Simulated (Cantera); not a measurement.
Charge: 1 mol C3H8, 0.063 mol O2, 2.7 mol H2, at 548.15 K and 1330 Pa.

Equilibrium computed with Cantera from the NASA thermochemical tables; the gas is ideal and each condensed phase is pure. Candidate condensed phases: C, C6H6, C7H8, C8H18, H2O; 110 gas species. The numbers say what is thermodynamically allowed, not how fast it happens.

Base state: CH4 0.642, H2 0.327, H2O 0.0306, CO2 0.000149, CO 2.69e-5 (mole fractions); condensed: C(graphite).

What changes in the equilibrium state with this change: pressure from 1330 Pa to 5900 Pa?


| species | before | after |
|---|---|---|
| CH4 | 0.642 | 0.794 |
| H2 | 0.327 | 0.173 |
| H2O | 0.0306 | 0.0334 |
| CO | 2.69e-5 | 1.26e-5 |
| CO2 | 0.000149 | 0.000144 |
| C(graphite), mol | 0.379 | 0.0348 |

What changes in the equilibrium state with this change: O2 from 0.063 to 1.8 mol?


| species | before | after |
|---|---|---|
| H2O | 0.0306 | 0.457 |
| CH4 | 0.642 | 0.252 |
| H2 | 0.327 | 0.205 |
| CO2 | 0.000149 | 0.0847 |
| CO | 2.69e-5 | 0.000641 |
| C(graphite), mol | 0.379 | 1.06 |
